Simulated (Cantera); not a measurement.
Standard-state values (1 bar) from the NASA 1993 polynomials, evaluated with Cantera. Values are per mole of reaction as written; species without (g) are pure solids or liquids, kept so even where they would boil at 1 bar.

3 P4O10(g) ⇌ 10 O3(g) + 6 P2(g)

```
T (K)  ΔH° (kJ)  ΔS° (J/K)  ΔG° (kJ)   log10 K
-----  --------  ---------  --------  --------
300     10992.3     2487.1   10246.2  -1783.99
2700    10800.0     2297.3    4597.4    -88.94
2725        [?]        [?]       [?]       [?]
2750    10804.6     2298.9    4482.5    -85.14
2775    10807.0     2299.8    4425.0    -83.29
2800        [?]        [?]       [?]       [?]
2825    10812.3     2301.7    4310.0    -79.69
2850    10815.1     2302.7    4252.4    -77.94
2875    10817.9     2303.7    4194.8    -76.21
2900        [?]        [?]       [?]       [?]
2925        [?]        [?]       [?]       [?]
```

**Question.** Complete the blanks.

**Answer.** 
- 2725, ΔH° (kJ): 10802.3
- 2725, ΔS° (J/K): 2298.1
- 2725, ΔG° (kJ): 4540.0
- 2725, log10 K: -87.02
- 2800, ΔH° (kJ): 10809.6
- 2800, ΔS° (J/K): 2300.8
- 2800, ΔG° (kJ): 4367.5
- 2800, log10 K: -81.48
- 2900, ΔH° (kJ): 10820.9
- 2900, ΔS° (J/K): 2304.7
- 2900, ΔG° (kJ): 4137.2
- 2900, log10 K: -74.52
- 2925, ΔH° (kJ): 10824.0
- 2925, ΔS° (J/K): 2305.8
- 2925, ΔG° (kJ): 4079.6
- 2925, log10 K: -72.85
